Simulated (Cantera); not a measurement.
Ammonia decomposition in nitride growth gas

An isothermal, constant-pressure homogeneous reactor starts with NH3 : H2 = 1 : 0.95 (molar parts), at 1650 K and 90.0 Torr.

Cantera simulation using the gas-phase N/H chemistry of the illustrative SiF4/NH3 mechanism in the Surface Chemkin manual (1991); the numbers are that mechanism's predictions, not measurements. Walls and surfaces, which speed up NH3 decomposition in real reactors, are not modelled.

```json
[
 {"t (s)": "1.00e-6", "x NH3": "0.513", "x H2": "0.487", "x N2H2": "<1e-12", "x NH": "<1e-12", "x NH2": "7.21e-9", "x H": "5.39e-9", "x N2H4": "<1e-12"},
 {"t (s)": "3.92e-6", "x NH3": "0.513", "x H2": "0.487", "x N2H2": "<1e-12", "x NH": "<1e-12", "x NH2": "3.25e-8", "x H": "1.69e-8", "x N2H4": "<1e-12"},
 {"t (s)": "1.53e-5", "x NH3": "0.513", "x H2": "0.487", "x N2H2": "<1e-12", "x NH": "<1e-12", "x NH2": "1.36e-7", "x H": "5.71e-8", "x N2H4": "<1e-12"},
 {"t (s)": "6.01e-5", "x NH3": "0.513", "x H2": "0.487", "x N2H2": "2.11e-12", "x NH": "1.27e-11", "x NH2": "5.43e-7", "x H": "2.14e-7", "x N2H4": "<1e-12"},
 {"t (s)": "0.000235", "x NH3": "0.513", "x H2": "0.487", "x N2H2": "8.02e-11", "x NH": "2.27e-10", "x NH2": "2.14e-6", "x H": "8.29e-7", "x N2H4": "7.37e-12"},
 {"t (s)": "0.000922", "x NH3": "0.513", "x H2": "0.487", "x N2H2": "1.85e-9", "x NH": "3.60e-9", "x NH2": "8.36e-6", "x H": "3.24e-6", "x N2H4": "1.23e-10"},
 {"t (s)": "0.00361", "x NH3": "0.513", "x H2": "0.487", "x N2H2": "3.36e-8", "x NH": "5.45e-8", "x NH2": "3.25e-5", "x H": "1.26e-5", "x N2H4": "1.89e-9"},
 {"t (s)": "0.0141", "x NH3": "0.513", "x H2": "0.487", "x N2H2": "3.94e-7", "x NH": "5.13e-7", "x NH2": "0.000101", "x H": "3.89e-5", "x N2H4": "1.81e-8"},
 {"t (s)": "0.0554", "x NH3": "0.511", "x H2": "0.488", "x N2H2": "5.63e-7", "x NH": "7.05e-7", "x NH2": "0.000118", "x H": "4.58e-5", "x N2H4": "2.49e-8"},
 {"t (s)": "0.217", "x NH3": "0.506", "x H2": "0.491", "x N2H2": "5.54e-7", "x NH": "7.03e-7", "x NH2": "0.000117", "x H": "4.63e-5", "x N2H4": "2.46e-8"},
 {"t (s)": "0.850", "x NH3": "0.488", "x H2": "0.504", "x N2H2": "5.24e-7", "x NH": "6.96e-7", "x NH2": "0.000114", "x H": "4.80e-5", "x N2H4": "2.34e-8"},
 {"t (s)": "3.33", "x NH3": "0.424", "x H2": "0.547", "x N2H2": "4.24e-7", "x NH": "6.68e-7", "x NH2": "0.000104", "x H": "5.47e-5", "x N2H4": "1.94e-8"},
 {"t (s)": "13.0", "x NH3": "0.263", "x H2": "0.654", "x N2H2": "2.12e-7", "x NH": "5.69e-7", "x NH2": "7.54e-5", "x H": "7.62e-5", "x N2H4": "1.02e-8"},
 {"t (s)": "51.1", "x NH3": "0.0740", "x H2": "0.781", "x N2H2": "3.49e-8", "x NH": "3.31e-7", "x NH2": "3.03e-5", "x H": "0.000130", "x N2H4": "1.64e-9"},
 {"t (s)": "200", "x NH3": "0.00807", "x H2": "0.825", "x N2H2": "1.13e-9", "x NH": "8.69e-8", "x NH2": "5.12e-6", "x H": "0.000213", "x N2H4": "4.65e-11"}
]
```
x: mole fraction; the columns are a selection and need not sum to one.

Equilibrium at this temperature and pressure: NH3 1.52e-6, H2 0.830, N2H2 <1e-12, NH 2.07e-11, NH2 1.08e-9, H 0.000241, N2H4 <1e-12 (gas phase only).
